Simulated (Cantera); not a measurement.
## Thermodynamics of carbothermic reduction, feed CuO + CO + H₂

Feed: 1 mol CuO, 12 mol CO, 4.5 mol H₂, held at 7.50 Torr.

Cantera equilibrium calculation (NASA polynomials, part measured and part estimated; ideal gas, pure solids and liquids). Candidate condensed phases: C, C₆H₆, C₇H₈, C₈H₁₈, Cu, CuO, Cu(OH)₂, Cu₂O, H₂O; 113 gas species. Equilibrium is a limit: real reactors are often held back by kinetics, nucleation or transport.

From 2002 °C to 2302 °C nothing is condensed. The main Cu-bearing gas is Cu throughout.

```
T (°C)  log p CO  log p H₂  log p H  log p Cu  log p H₂O  log p CO₂
------  --------  --------  -------  --------  ---------  ---------
2002       -2.19     -2.70    -3.42     -3.25      -3.46      -3.69
2027       -2.19     -2.71    -3.37     -3.25      -3.47      -3.69
2052       -2.19     -2.72    -3.32     -3.25      -3.47      -3.70
2077       -2.19     -2.72    -3.27     -3.26      -3.47      -3.70
2102       -2.19     -2.73    -3.22     -3.26      -3.48      -3.70
2127       -2.19     -2.74    -3.17     -3.26      -3.49      -3.71
2152       -2.19     -2.75    -3.12     -3.26      -3.49      -3.71
2177       -2.20     -2.77    -3.08     -3.26      -3.50      -3.72
2202       -2.20     -2.78    -3.04     -3.26      -3.51      -3.72
2227       -2.20     -2.79    -3.00     -3.27      -3.53      -3.73
2252       -2.20     -2.81    -2.96     -3.27      -3.54      -3.74
2277       -2.21     -2.82    -2.92     -3.27      -3.56      -3.74
2302       -2.21     -2.84    -2.88     -3.28      -3.58      -3.75
```
log p: log10 of the partial pressure in bar; nothing condenses.
